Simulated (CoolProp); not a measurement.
R21 along the isotherm 187.65 °C: fugacity coefficient from the reference equation and from simpler models built on Tc = 179.6 °C, pc = 52.89 bar, ω = 0.206; each cubic takes its own stable root.

Computed with CoolProp (reference Helmholtz-energy equation of state, Platzer 1990). This equation is an older, rougher fit; its heat capacities, sound speeds and derivatives of the liquid may be far off and weren't checked against measurements.

```json
[
 {"p (bar)": "1.67", "phase": "gas", "reference": "0.9901", "Redlich-Kwong": "0.9898", "Soave-Redlich-Kwong": "0.9899"},
 {"p (bar)": "2.45", "phase": "gas", "reference": "0.9854", "Redlich-Kwong": "0.9850", "Soave-Redlich-Kwong": "0.9851"},
 {"p (bar)": "3.6", "phase": "gas", "reference": "0.9786", "Redlich-Kwong": "0.9780", "Soave-Redlich-Kwong": "0.9782"},
 {"p (bar)": "5.29", "phase": "gas", "reference": "0.9685", "Redlich-Kwong": "0.9678", "Soave-Redlich-Kwong": "0.9680"},
 {"p (bar)": "7.76", "phase": "gas", "reference": "0.9539", "Redlich-Kwong": "0.9529", "Soave-Redlich-Kwong": "0.9532"},
 {"p (bar)": "11.4", "phase": "gas", "reference": "0.9324", "Redlich-Kwong": "0.9311", "Soave-Redlich-Kwong": "0.9316"},
 {"p (bar)": "16.7", "phase": "gas", "reference": "0.9011", "Redlich-Kwong": "0.8996", "Soave-Redlich-Kwong": "0.9003"},
 {"p (bar)": "24.5", "phase": "gas", "reference": "0.8552", "Redlich-Kwong": "0.8538", "Soave-Redlich-Kwong": "0.8549"},
 {"p (bar)": "36", "phase": "gas", "reference": "0.7874", "Redlich-Kwong": "0.7869", "Soave-Redlich-Kwong": "0.7885"},
 {"p (bar)": "52.9", "phase": "supercritical", "reference": "0.6841", "Redlich-Kwong": "0.6867", "Soave-Redlich-Kwong": "0.6894"},
 {"p (bar)": "77.6", "phase": "supercritical", "reference": "0.5243", "Redlich-Kwong": "0.5326", "Soave-Redlich-Kwong": "0.5373"},
 {"p (bar)": "114", "phase": "supercritical", "reference": "0.3993", "Redlich-Kwong": "0.4123", "Soave-Redlich-Kwong": "0.4165"},
 {"p (bar)": "167", "phase": "supercritical", "reference": "0.3164", "Redlich-Kwong": "0.3320", "Soave-Redlich-Kwong": "0.3357"},
 {"p (bar)": "245", "phase": "supercritical", "reference": "0.2648", "Redlich-Kwong": "0.2822", "Soave-Redlich-Kwong": "0.2856"},
 {"p (bar)": "360", "phase": "supercritical", "reference": "0.2397", "Redlich-Kwong": "0.2591", "Soave-Redlich-Kwong": "0.2624"},
 {"p (bar)": "529", "phase": "supercritical", "reference": "0.2427", "Redlich-Kwong": "0.2654", "Soave-Redlich-Kwong": "0.2690"}
]
```
